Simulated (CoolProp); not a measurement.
A single-stage vapour-compression cycle with the fluid: evaporating at 222.15 K (dew point), condensing at 247.15 K (bubble point), superheat 0 K, subcooling 5 K, compressor efficiency 0.75, no pressure losses. The same conditions are run with several fluids, on thermodynamics alone (safety and materials aside).

Values from CoolProp's reference Helmholtz-energy equation of state of each fluid (carbonyl sulfide: Lemmon 2006; R152A: Outcalt 1996; C2F6 (R116): Lemmon 2006; nitrous oxide: Lemmon 2006; CH3F (R41): Lemmon 2006; R507A: Lemmon 2003). Blends and air are pseudo-pure fits.

Rank carbonyl sulfide, R152A, C2F6 (R116), nitrous oxide, CH3F (R41), R507A by cooling COP, highest first.

R152A (6.28), R507A (6.23), carbonyl sulfide (6.17), CH3F (R41) (6.01), nitrous oxide (5.94), C2F6 (R116) (5.82)

| fluid | pressure ratio | discharge temperature (K) | refrigerating effect (kJ/kg) | volumetric capacity (kJ/m³) |
|---|---|---|---|---|
| carbonyl sulfide | 2.82 | 294.9 | 286 | 931 |
| R152A | 3.58 | 279.7 | 321 | 302 |
| C2F6 (R116) | 2.44 | 250.9 | 82.7 | 2470 |
| nitrous oxide | 2.40 | 286.0 | 290 | 4760 |
| CH3F (R41) | 2.51 | 287.7 | 402 | 3060 |
| R507A | 3.04 | 262.5 | 174 | 800 |
